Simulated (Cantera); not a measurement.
# Thermodynamics of nitride etching, feed BN + F2

Input: 1 mol BN, 17 mol F2, held at 1373 K and 0.133 bar.

Cantera equilibrium calculation (NASA polynomials, part measured and part estimated; ideal gas, pure solids and liquids). Candidate condensed phases: B, BN; 13 gas species. The numbers say what is thermodynamically allowed, not how fast it happens.

```
Item                                 Value
-------------------------------  ---------
x(F)                                 0.901
x(F2)                               0.0502
x(BF3)                              0.0323
x(N2)                               0.0162
x(NF3)                             1.20e-6
gas amount                       30.95 mol
log10 activity of B(s) (absent)     -39.14
```
